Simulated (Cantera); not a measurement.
An adiabatic, constant-volume homogeneous reactor starts with 12.4 % CH4, 10.3 % O2, 77.3 % N2, at 1100 K and 750 Torr.

Model: GRI-Mech 3.0 (53 species, 325 reactions), integrated in Cantera.

Question: Predict: time of steepest temperature rise; temperature at 2.00 s; equilibrium temperature; x(CH4) at 2.00 s; x(O2) at 2.00 s; x(CH2O) at 2.00 s; x(H2) at 2.00 s; x(OH) at 2.00 s; x(HCO) at 2.00 s.

Answer: 
| Quantity | Value |
|---|---|
| time of steepest temperature rise | 0.611 s |
| temperature at 2.00 s | 1904 K |
| equilibrium temperature | 1904 K |
| x(CH4) at 2.00 s | 2.02e-9 (gas-phase equilibrium 2.14e-9) |
| x(O2) at 2.00 s | 1.55e-9 (gas-phase equilibrium 1.55e-9) |
| x(CH2O) at 2.00 s | 1.23e-8 (gas-phase equilibrium 1.23e-8) |
| x(H2) at 2.00 s | 0.154 (gas-phase equilibrium 0.154) |
| x(OH) at 2.00 s | 7.75e-6 (gas-phase equilibrium 7.75e-6) |
| x(HCO) at 2.00 s | 2.01e-8 (gas-phase equilibrium 2.01e-8) |
